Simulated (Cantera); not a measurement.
A freely propagating, adiabatic, planar premixed flame of H₂ : O₂ : N₂ = 1 : 0.595 : 1.5 (molar parts), equivalence ratio 0.84, unburnt at 675 K and 210000 Pa; mixture-averaged transport, grid criteria slope 0.08 and curve 0.16, no radiation.

Detailed kinetics in Cantera: the H2/O2 subset of GRI-Mech 3.0, which has no nitrogen chemistry. The hydrogen kinetics of GRI-Mech 3.0 are dated; newer H2 mechanisms differ, most at raised pressure. Burning velocities carry a grid error of a few per cent, more on coarse grids.

x: mole fraction of selected species; z is measured from the peak of heat release.

```csv
z (mm),T (K),u (m/s),x H₂,x O₂,x H₂O,x O,x H,x OH
-0.489,675,11.6,0.323,0.192,<1e-8,<1e-8,<1e-8,<1e-8
-0.326,675,11.6,0.323,0.192,<1e-8,<1e-8,<1e-8,<1e-8
-0.245,675,11.6,0.323,0.192,<1e-8,<1e-8,<1e-8,<1e-8
-0.163,675,11.6,0.323,0.192,2.21e-7,<1e-8,6.89e-8,<1e-8
-0.0816,691,11.8,0.319,0.193,0.000651,1.09e-5,0.000183,5.68e-5
-0.0408,901,15.0,0.282,0.189,0.0198,0.000577,0.00645,0.00125
0,1380,22.1,0.164,0.143,0.120,0.00856,0.0386,0.00704
0.0408,1736,27.4,0.0698,0.0782,0.229,0.0193,0.0575,0.0188
0.0816,…,29.9,…,…,0.260,…,…,…
0.163,2108,32.5,0.0441,0.0519,0.277,0.0190,0.0390,0.0297
0.326,2302,35.0,0.0389,0.0475,0.293,0.0147,0.0261,0.0319
0.653,2484,37.3,0.0315,0.0435,0.312,0.0104,0.0156,0.0316
1.31,2627,39.0,0.0238,0.0404,0.329,0.00707,0.00889,0.0292
```

Question: Complete the blanks.

Answer: 
- 0.0816, T (K): 1915
- 0.0816, x H₂: 0.0494
- 0.0816, x O₂: 0.0589
- 0.0816, x O: 0.0215
- 0.0816, x H: 0.0521
- 0.0816, x OH: 0.0252
